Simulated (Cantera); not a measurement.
# Ignition delay

Mixture: 8.00 % C₃H₈, 22.2 % O₂, 68.9 % N₂, 0.880 % H₂, equivalence ratio 1.8, at 1.10 bar, adiabatic and at constant volume. Ignition delay is the time to a rise of 400 K.

Cantera simulation using GRI-Mech 3.0 (53 species, 325 reactions); the numbers are that mechanism's predictions, not measurements. GRI-Mech 3.0 was tuned for natural gas; its chemistry of propane as a main component is partial and can be far from experiment.

```json
[
 {"T0 (K)": "1000", "delay (ms)": "324"},
 {"T0 (K)": "1100", "delay (ms)": "39.7"},
 {"T0 (K)": "1200", "delay (ms)": "4.77"},
 {"T0 (K)": "1300", "delay (ms)": "0.770"},
 {"T0 (K)": "1400", "delay (ms)": "0.182"},
 {"T0 (K)": "1500", "delay (ms)": "0.0613"}
]
```

```yaml
apparent activation energy between 1300 and 1500 K: 210 kJ/mol
```
